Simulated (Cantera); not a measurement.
Cantera run:

```python
import numpy as np
import cantera as ct

gas_names = """
    AL ALC ALH ALN ALO ALOH ALO2 ALO2H AL2 AL2O AL2O2 C CH CH2 CH3 CH2OH CH3O CH4 CH3OH CN CO CO2 COOH
    C2 C2H CHCO,ketyl C2H2,acetylene C2H2,vinylidene CH2CO,ketene C2H3,vinyl CH3CN CH3CO,acetyl C2H4
    C2H4O,ethylen CH3CHO,ethanal CH3COOH (HCOOH)2 C2H5 C2H6 CH3OCH3 C2H5OH CCN CNC C2N2 C2O C3
    C3H3,propargyl C3H4,allene C3H4,propyne C3H4,cyclo- C3H5,allyl C3H6,propylene C3H6,cyclo- C3H6O
    C3H7,n-propyl C3H7,i-propyl C3H8 C3H8O,1propanol C3H8O,2propanol C3O2 C4 C4H2 C4H4,1,3-cyclo-
    C4H6,butadiene C4H6,2-butyne C4H6,cyclo- C4H8,1-butene C4H8,cis2-buten C4H8,tr2-butene
    C4H8,isobutene C4H8,cyclo- (CH3COOH)2 C4H9,n-butyl C4H9,i-butyl C4H9,s-butyl C4H9,t-butyl
    C4H10,isobutane C4H10,n-butane C4N2 C5 C5H6,1,3cyclo- C5H8,cyclo- C5H10,1-pentene C5H10,cyclo-
    C5H11,pentyl C5H11,t-pentyl C5H12,n-pentane C5H12,i-pentane CH3C(CH3)2CH3 C6H2 C6H5,phenyl
    C6H5O,phenoxy C6H6 C6H5OH,phenol C6H10,cyclo- C6H12,1-hexene C6H12,cyclo- C6H13,n-hexyl C7H7,benzyl
    C7H8 C7H8O,cresol C7H14,1-heptene C7H15,n-heptyl C7H16,n-heptane C8H8,styrene C8H10,ethylbenz
    C8H16,1-octene C8H17,n-octyl C8H18,isooctane C8H18,n-octane C9H19,n-nonyl C10H8,naphthale
    C10H21,n-decyl C12H9,o-bipheny C12H10,bipheny H HALO HCN HCO HCCN HNC HNCO HNO HNO2 HNO3 HO2 H2
    HCHO,formaldehy HCOOH H2O H2O2 N NCO NH NH2 NH3 NH2OH NO NO2 NO3 N2 N2H2 N2H4 N2O O OH O2 O3
""".split()
cond_names = """
    AL(cr) AL(L) ALN(s) AL2O3(a) AL2O3(L) C(gr) C6H6(L) C7H8(L) C8H18(L),n-octa H2O(s) H2O(L)
""".split()


def load(file, names, dense=False):
    # The tables refer to 1 bar. Condensed volumes are neglected.
    table = {s.name: s for s in ct.Species.list_from_file(file)}
    out = []
    for n in names:
        d = dict(table[n].input_data)
        d["thermo"] = dict(d["thermo"], **{"reference-pressure": 1e5})
        if dense:
            d["equation-of-state"] = {"model": "constant-volume", "density": "1e6 g/cm^3"}
        out.append(ct.Species.from_dict(d))
    return out


gas = ct.Solution(thermo="ideal-gas", species=load("nasa_gas.yaml", gas_names))
cond = {s.name: ct.Solution(thermo="fixed-stoichiometry", species=[s], name=s.name)
        for s in load("nasa_condensed.yaml", cond_names, dense=True)}
atoms = {
    'Al(CH3)3': {'AL': 1, 'C': 3, 'H': 9},
    'O2': {'O': 2},
    'N2': {'N': 2},
}
top_T = {'ALN(s)': 2750, 'C(gr)': 4500}  # K; cautious upper limits of use, not melting points


def equilibrate(T, P, feed):
    n = {}
    for name, mol in feed.items():
        for a, k in atoms[name].items():
            n[a] = n.get(a, 0.0) + k * mol
    gas.TPX = T, P, n
    mass = sum(n.values()) * gas.mean_molecular_weight
    gas.equilibrate("TP")
    valid = [c for c in cond.values() if c.min_temp <= T <= top_T.get(c.name, c.max_temp)]
    mix = ct.Mixture([(gas, mass / gas.mean_molecular_weight)] + [(c, 0.0) for c in valid])
    mix.T, mix.P = T, P
    mix.equilibrate("TP", solver="vcs", rtol=1e-11, max_steps=5000)
    return mix


results = []
feed = {'Al(CH3)3': 1, 'O2': 0.23, 'N2': 280}  # mol
P = 10000  # Pa
for T in [673, 773, 873, 973, 1073, 1173, 1273, 1373]:
    mix = equilibrate(T, P, feed)
    results.append((T, P, feed, dict(zip(mix.species_names, mix.species_moles))))
    x = sorted(zip(gas.X, gas.species_names), reverse=True)
    print(f"T = {T:g} K  P = {P:g} Pa  gas = {mix.phase_moles(0):.4g} mol")
    print("   x: " + "  ".join(f"{s} {v:.3e}" for v, s in x if v > 1e-06))
    print("   condensed (mol): " + ("  ".join(f"{mix.phase(i).name} {mix.phase_moles(i):.4g}"
          for i in range(1, mix.n_phases) if mix.phase_moles(i) > 1e-12) or "none"))
```

Output:

```
T = 673 K  P = 10000 Pa  gas = 284.1 mol
   x: N2 9.845e-01  H2 1.514e-02  CH4 3.498e-04  NH3 2.487e-06
   condensed (mol): ALN(s) 0.6933  AL2O3(a) 0.1533  C(gr) 2.901
T = 773 K  P = 10000 Pa  gas = 284.1 mol
   x: N2 9.842e-01  H2 1.573e-02  CH4 5.240e-05
   condensed (mol): ALN(s) 0.6933  AL2O3(a) 0.1533  C(gr) 2.985
T = 873 K  P = 10000 Pa  gas = 284.2 mol
   x: N2 9.842e-01  H2 1.581e-02  CH4 1.122e-05
   condensed (mol): ALN(s) 0.6934  AL2O3(a) 0.1533  C(gr) 2.997
T = 973 K  P = 10000 Pa  gas = 284.2 mol
   x: N2 9.842e-01  H2 1.583e-02  CH4 3.220e-06  CO 2.900e-06
   condensed (mol): ALN(s) 0.6939  AL2O3(a) 0.1531  C(gr) 2.998
T = 1073 K  P = 10000 Pa  gas = 284.2 mol
   x: N2 9.841e-01  H2 1.583e-02  CO 4.233e-05  HCN 1.925e-06  CH4 1.152e-06
   condensed (mol): ALN(s) 0.7014  AL2O3(a) 0.1493  C(gr) 2.987
T = 1173 K  P = 10000 Pa  gas = 284.2 mol
   x: N2 9.838e-01  H2 1.583e-02  CO 3.879e-04  HCN 6.847e-06
   condensed (mol): ALN(s) 0.7668  AL2O3(a) 0.1166  C(gr) 2.888
T = 1273 K  P = 10000 Pa  gas = 284.5 mol
   x: N2 9.826e-01  H2 1.581e-02  CO 1.617e-03  HCN 1.990e-05
   condensed (mol): ALN(s) 1  C(gr) 2.534
T = 1373 K  P = 10000 Pa  gas = 284.5 mol
   x: N2 9.825e-01  H2 1.579e-02  CO 1.617e-03  HCN 4.944e-05  H 1.323e-06
   condensed (mol): ALN(s) 1  C(gr) 2.526
```

These are equilibrium values from Cantera (NASA tables, ideal gas, pure condensed phases), not measurements of a reactor. The feed counts by its element totals alone. Mutual solubility and eutectic melting of coexisting phases are not modelled.
